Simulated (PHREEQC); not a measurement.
## Leach liquor: speciation

Solution (45 °C and 500 atm): 69 mmol/kgw HCl, 170 mmol/kgw LiCl and 9.8 mmol/kgw MgSO4. Closed to the air; pH follows from the charge balance.

Equilibrium calculation in PHREEQC: ion-association model, phreeqc.dat.

Each row changes one thing in this solution. No solid was allowed to form.

| case | pH | ionic strength (mol/kgw) | HSO4- (mol/kgw) | SO4-2 (mol/kgw) | LiSO4- (mol/kgw) | MgSO4 (mol/kgw) |
|---|---|---|---|---|---|---|
| as made | 1.30 | 0.263 | 0.00529 | 0.00300 | 0.000815 | 0.000692 |
| HCl replaced by (CH3)4NCl at the same molality | 6.49 | 0.269 | 7.49e-8 | 0.00663 | 0.00178 | 0.00139 |
| temperature from 45 to 20 °C | 1.29 | 0.266 | 0.00398 | 0.00414 | 0.00114 | 0.000541 |
| LiCl from 0.17 to 0.017 mol/kgw | 1.29 | 0.109 | 0.00610 | 0.00261 | 9.44e-5 | 0.000999 |
| HCl replaced by FeCl3 at the same molality | 2.00 | 0.419 | 0.000527 | 0.00179 | 0.000414 | 0.000323 |

Some of these states are supersaturated (in Hematite (slow to form), Goethite (slow to form), for instance). Under pressure, the constants of complexes without a molar volume in the database are unreliable. (CH3)4N+ isn't in the database: it is added as a free cation with an ion size of 4 Å. Constants without temperature data keep their 25 °C values here.
